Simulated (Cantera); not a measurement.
Input: 1 mol Cu, 3.5 mol F2, equilibrated at 1.33 mbar.

Equilibrium computed with Cantera from the NASA thermochemical tables; the gas is ideal and each condensed phase is pure. Candidate condensed phases: Cu, CuF2; 6 gas species. The numbers say what is thermodynamically allowed, not how fast it happens.

Task: Which condensed phases are stable at each of these points (T (°C)): 177, 277, 377, 477, 577, 677, 777, 877, 977, 1077?

Result: 
```csv
T (°C),condensed phases,Cu condensed (%)
177,CuF2(s),100.0
277,CuF2(s),100.0
377,CuF2(s),100.0
477,CuF2(s),100.0
577,CuF2(s),100.0
677,CuF2(s),99.3
777,CuF2(s),81.1
877,gas only,0.0
977,gas only,0.0
1077,gas only,0.0
```

From 177 °C to 777 °C the condensed part is CuF2(s). From 877 °C to 1077 °C nothing is condensed.
